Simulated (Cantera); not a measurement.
Input (Python, Cantera):

```python
import numpy as np
import cantera as ct

gas = ct.Solution("h2o2.yaml")
gas.TPX = 350, 340000, {'H2': 1, 'O2': 0.505, 'N2': 1.9}
flame = ct.FreeFlame(gas, width=0.017)
flame.set_refine_criteria(ratio=3, slope=0.08, curve=0.16)
flame.transport_model = "mixture-averaged"
flame.solve(loglevel=0, auto=True)
flame.transport_model = "multicomponent"
flame.soret_enabled = False
flame.solve(loglevel=0, refine_grid=True)
z, T = flame.grid, flame.T
thick = (T[-1] - T[0]) / np.gradient(T, z).max()
show = ['H2', 'O2', 'O', 'H2O2', 'OH', 'H2O']
print(f"laminar burning velocity  {flame.velocity[0] * 100:.3f} cm/s")
print(f"burnt temperature         {T[-1]:.1f} K")
print(f"thermal thickness         {thick * 1e3:.4f} mm")
print(f"grid points               {len(z)}")
z0 = z[flame.heat_release_rate.argmax()]
print(f"{'z/mm':>9s}{'T/K':>9s}{'u/(m/s)':>9s}" + "".join(f"{s:>11s}" for s in show))
rows = []
for k in (-3, -2, -1.5, -1, -0.5, -0.25, 0, 0.25, 0.5, 1, 2, 4, 8):
    zz = z0 + k * thick
    rows.append([k * thick, np.interp(zz, z, T), np.interp(zz, z, flame.velocity),
                 *(np.interp(zz, z, flame.X[gas.species_index(s)]) for s in show)])
    print(f"{rows[-1][0] * 1e3:9.3f}{rows[-1][1]:9.1f}{rows[-1][2]:9.3f}" + "".join(f"{x:11.3e}" for x in rows[-1][3:]))
```

It prints:

```
laminar burning velocity  264.173 cm/s
burnt temperature         2429.9 K
thermal thickness         0.0785 mm
grid points               110
     z/mm      T/K  u/(m/s)         H2         O2          O       H2O2         OH        H2O
   -0.235    350.0    2.642  2.937e-01  1.483e-01  6.464e-12  4.690e-12  2.135e-14  9.162e-10
   -0.157    350.0    2.642  2.936e-01  1.483e-01  2.373e-10  3.377e-10  1.171e-12  5.356e-08
   -0.118    350.1    2.641  2.933e-01  1.484e-01  2.380e-09  5.689e-09  4.483e-11  7.698e-07
   -0.078    351.0    2.642  2.916e-01  1.488e-01  3.280e-08  1.431e-07  5.186e-09  1.613e-05
   -0.039    394.4    2.899  2.718e-01  1.520e-01  2.360e-06  2.489e-05  9.084e-06  2.061e-03
   -0.020    706.5    4.979  2.226e-01  1.457e-01  1.549e-04  1.455e-04  8.901e-04  3.130e-02
    0.000   1201.5    8.207  1.484e-01  1.130e-01  2.040e-03  5.126e-05  2.409e-03  1.089e-01
    0.020   1549.0   10.459  8.328e-02  6.760e-02  5.518e-03  6.751e-06  6.497e-03  1.923e-01
    0.039   1745.3   11.731  5.108e-02  3.999e-02  7.064e-03  3.472e-06  1.077e-02  2.390e-01
    0.078   1936.9   12.927  3.593e-02  2.468e-02  6.572e-03  1.877e-06  1.425e-02  2.667e-01
    0.157   2103.5   13.913  3.000e-02  1.901e-02  4.468e-03  1.101e-06  1.444e-02  2.825e-01
    0.314   2236.0   14.666  2.360e-02  1.486e-02  2.627e-03  7.394e-07  1.279e-02  2.970e-01
    0.628   2328.7   15.173  1.735e-02  1.169e-02  1.468e-03  5.341e-07  1.053e-02  3.090e-01
```

Cantera simulation using the H2/O2 subset of GRI-Mech 3.0, which has no nitrogen chemistry; the numbers are that mechanism's predictions, not measurements. The hydrogen kinetics of GRI-Mech 3.0 are dated; newer H2 mechanisms differ, most at raised pressure. Burning velocities carry a grid error of a few per cent, more on coarse grids.
